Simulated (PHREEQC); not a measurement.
# Acid rinse or clean: an equilibrium model

Make-up at 25 °C: 0.031 mol/kgw HBr and 0.018 mol/kgw FeCl3. Closed to the air; pH follows from the charge balance.

Model: ion-association model, phreeqc.dat, run in PHREEQC.

- pH = 1.57
- ionic strength = 0.119 mol/kgw
- total alkalinity = -67.0 meq/kg

```json
[
 {"species": "Cl-", "molality": "0.0479", "activity": "0.0361", "log γ": "-0.123"},
 {"species": "H+", "molality": "0.0328", "activity": "0.0268", "log γ": "-0.087"},
 {"species": "Br-", "molality": "0.0310", "activity": "0.0229", "log γ": "-0.131"},
 {"species": "Fe+3", "molality": "0.0105", "activity": "0.00173", "log γ": "-0.784"},
 {"species": "FeCl+2", "molality": "0.00531", "activity": "0.00189", "log γ": "-0.449"},
 {"species": "FeOH+2", "molality": "0.00117", "activity": "0.000416", "log γ": "-0.449"},
 {"species": "FeCl2+", "molality": "0.000395", "activity": "0.000305", "log γ": "-0.112"},
 {"species": "Fe2(OH)2+4", "molality": "0.000294", "activity": "4.66e-6", "log γ": "-1.801"},
 {"species": "Fe(OH)2+", "molality": "6.58e-6", "activity": "5.12e-6", "log γ": "-0.109"},
 {"species": "Fe3(OH)4+5", "molality": "3.24e-6", "activity": "4.98e-9", "log γ": "-2.813"},
 {"species": "FeCl3", "molality": "1.07e-6", "activity": "1.10e-6", "log γ": "0.012"}
]
```

No solid was allowed to form. Examples of supersaturated solids here: Hematite (slow to form), Goethite (slow to form). Others may be too.
